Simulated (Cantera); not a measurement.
An adiabatic, constant-volume homogeneous reactor starts with CH₄ : O₂ : N₂ : H₂ = 1 : 5.41 : 20.3 : 0.061 (molar parts), equivalence ratio 0.38, at 1600 K and 1.01 bar.

Cantera simulation using GRI-Mech 3.0 (53 species, 325 reactions); the numbers are that mechanism's predictions, not measurements.

**Question.** Predict: time of steepest temperature rise; temperature at 0.400 s; equilibrium temperature; x(O₂) at 0.400 s; x(CO₂) at 0.400 s; x(CO) at 0.400 s.

**Answer.** time of steepest temperature rise: 0.308 ms
temperature at 0.400 s: 2467 K
equilibrium temperature: 2467 K
x(O₂) at 0.400 s: 0.116 (gas-phase equilibrium 0.116)
x(CO₂) at 0.400 s: 0.0347 (gas-phase equilibrium 0.0347)
x(CO) at 0.400 s: 0.00253 (gas-phase equilibrium 0.00253)
